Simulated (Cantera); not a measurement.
Input (Python, Cantera):

```python
import numpy as np
import cantera as ct

gas = ct.Solution("gri30.yaml")


def delay(T, t_max=10):
    gas.TPX = T, 500000, {'H2': 1, 'O2': 0.556, 'N2': 3.11}
    reactor = ct.IdealGasReactor(gas, clone=False)
    net = ct.ReactorNet([reactor])
    net.rtol, net.atol = 1e-8, 1e-16
    while net.time < t_max:
        t_old, T_old = net.time, reactor.T
        net.step()
        if reactor.T > T + 400:  # ignition: a rise of 400 K
            return t_old + (T + 400 - T_old) / (reactor.T - T_old) * (net.time - t_old)
    return np.nan


taus = []
for T in [850, 925, 1000, 1075, 1150, 1225]:
    taus.append(delay(T))
    print(f"T0 = {T:6g} K   tau = {taus[-1]:.4e} s")
```

Output:

```
T0 =    850 K   tau = 9.0437e-01 s
T0 =    925 K   tau = 9.7960e-02 s
T0 =   1000 K   tau = 1.2706e-02 s
T0 =   1075 K   tau = 1.4281e-03 s
T0 =   1150 K   tau = 5.0804e-05 s
T0 =   1225 K   tau = 1.4735e-05 s
```

Computed with Cantera and GRI-Mech 3.0 (53 species, 325 reactions). The hydrogen kinetics of GRI-Mech 3.0 are dated; newer H2 mechanisms differ, most at raised pressure. Below about 950 K walls govern HO2 and H2O2 in real vessels.
